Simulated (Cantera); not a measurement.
**Dilute partial oxidation**

A perfectly stirred reactor is fed with 1.28 % CH4, 0.246 % O2, 98.5 % N2, equivalence ratio 10, at 10.0 bar; it is held at 1398 K, and followed from long to short residence time.

Cantera simulation using GRI-Mech 3.0 (53 species, 325 reactions); the numbers are that mechanism's predictions, not measurements. GRI-Mech 3.0 stops at C3 and has no aromatics, soot or wall deposition, so with more carbon than oxygen in the feed, carbon stays in small species such as C2H2 where larger ones or solid carbon would form.

```csv
τ (s),x CH4,x O2,x HCO,x O,x OH,x C2H6,x CO2
9.8,0.00549,2.11e-5,1.06e-11,2.60e-11,6.88e-10,4.36e-6,0.000226
2.9,0.00723,8.34e-5,1.59e-11,9.99e-11,1.04e-9,1.10e-5,0.000225
0.87,0.00864,0.000280,3.77e-11,3.39e-10,1.74e-9,2.55e-5,0.000181
0.26,0.00985,0.000781,1.01e-10,9.36e-10,2.95e-9,5.34e-5,0.000110
0.076,0.0114,0.00176,1.73e-10,1.40e-9,3.28e-9,8.79e-5,2.80e-5
0.023,0.0125,0.00236,9.45e-11,5.86e-10,1.41e-9,5.62e-5,1.30e-6
0.0067,0.0127,0.00245,2.94e-11,2.75e-10,7.16e-10,1.80e-5,7.04e-8
0.0020,0.0128,0.00246,6.40e-12,1.83e-10,4.82e-10,4.52e-6,8.73e-9
```
x: mole fraction; the columns are a selection and need not sum to one.
